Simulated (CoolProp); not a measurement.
Values from CoolProp's reference Helmholtz-energy equation of state, Akasaka 2023.

For R1224YDZ, give the phase and the Z, cv (kJ/(kg K)), Joule-Thomson coefficient (K/MPa), isothermal compressibility (1/MPa) at 199.95 °C and 36.5 bar.


- 199.95 °C and 36.5 bar: supercritical; Z 0.688, cv 1.02, Joule-Thomson coefficient 9.41, isothermal compressibility 0.420
